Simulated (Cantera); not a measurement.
Cantera run:

```python
import numpy as np
import cantera as ct

gas_names = """
    AL ALCL ALCL2 ALCL3 ALH ALN AL2 AL2CL6 CL CL2 H HCL H2 N NH NH2 NH3 N2 N2H2 N2H4
""".split()
cond_names = """
    AL(cr) AL(L) ALCL3(s) ALCL3(L) ALN(s) NH4CL(a) NH4CL(b)
""".split()


# ... load() reads the species with a 1 bar reference pressure and builds the phases ...
atoms = {
    'AlN': {'AL': 1, 'N': 1},
    'HCl': {'H': 1, 'CL': 1},
    'H2': {'H': 2},
}
top_T = {'ALN(s)': 2750}  # K; cautious upper limits of use, not melting points


# ... equilibrate(T, P, feed) seeds the gas with the atoms and calls Mixture.equilibrate('TP', solver="vcs", rtol=1e-11, max_steps=5000) ...
results = []
feed = {'AlN': 1, 'HCl': 7.9, 'H2': 70}  # mol
P = 53  # Pa
for T in [898, 998, 1098, 1198, 1298, 1398, 1498]:
    mix = equilibrate(T, P, feed)
    results.append((T, P, feed, dict(zip(mix.species_names, mix.species_moles))))

top = {s: max(r[3][s] / sum(r[3][g] for g in gas_names) for r in results) for s in gas_names}
cols = sorted((s for s in top if top[s] > 1e-06), key=lambda s: -top[s])[:6]
seen = [c for c in cond_names if any(r[3].get(c, 0) > 1e-12 for r in results)]
print("log10 of partial pressures in bar; condensed amounts in mol")
print(f"{'T/K':>10s}" + "".join(f"{s[:9]:>10s}" for s in cols + seen))
for T, P, feed, n in results:
    ng = sum(n[g] for g in gas_names)
    print(f"{T:10.4g}" + "".join(f"{np.log10(max(n[s] / ng * P / 1e5, 1e-99)):10.3f}" for s in cols)
          + "".join(f"{n.get(c, 0):10.4g}" for c in seen))
```

Output:

```
log10 of partial pressures in bar; condensed amounts in mol
       T/K        H2       HCL     ALCL3      ALCL        N2     ALCL2
       898    -3.313    -4.477    -5.167   -11.873    -5.468    -9.805
       998    -3.313    -4.477    -5.167    -9.887    -5.468    -8.600
      1098    -3.313    -4.477    -5.169    -8.271    -5.468    -7.620
      1198    -3.313    -4.472    -5.184    -6.951    -5.468    -6.825
      1298    -3.315    -4.445    -5.285    -5.975    -5.469    -6.267
      1398    -3.320    -4.388    -5.618    -5.457    -5.472    -6.072
      1498    -3.323    -4.352    -6.190    -5.267    -5.473    -6.175
```

Cantera equilibrium calculation (NASA polynomials, part measured and part estimated; ideal gas, pure solids and liquids). The tables' values for AlCl2 are old estimates; treat these amounts as uncertain.
